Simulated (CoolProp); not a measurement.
Saturation properties of acetone (Tc = 508.1 K, pc = 4692 kPa, ω = 0.307).

Values from CoolProp's reference Helmholtz-energy equation of state, Lemmon 2006. It is a short technical equation, of lower accuracy than the large ones.

```
T (K)  p (kPa)  liquid density (kg/m³)  enthalpy of vaporisation (kJ/kg)  liquid cp (kJ/(kg K))  vapour Z  surface tension (mN/m)
-----  -------  ----------------------  --------------------------------  ---------------------  --------  ----------------------
344.3    165.3                   730.8                             484.4                  2.279         …                    17.0
356.8        …                   715.2                             469.4                  2.324    0.9128                    15.5
369.2    336.0                   699.1                             453.9                  2.373    0.8929                    14.1
381.7    461.3                   682.2                             437.2                  2.427    0.8700                    12.6
394.1    618.1                   664.6                             419.6                  2.488    0.8443                    11.2
406.6    814.2                   645.9                             400.5                  2.557    0.8150                    9.77
419       1052                   626.2                             379.9                  2.636    0.7825                    8.40
431.5     1342                   604.7                             357.1                  2.732    0.7457                    7.05
443.9     1685                   581.6                             332.1                  2.850    0.7045                    5.74
456.3     2090                   556.1                             303.8                  3.008    0.6580                    4.48
468.8     2572                   526.8                             270.8                  3.243         …                    3.25
```

**Question.** Some entries are withheld; supply them.

**Answer.** 
- 344.3, vapour Z: 0.9302
- 356.8, p (kPa): 239.3
- 468.8, vapour Z: 0.6042

It boils at 329.2 K under 1 atm.

Surface tension comes from a separate correlation (Mulero 2012).
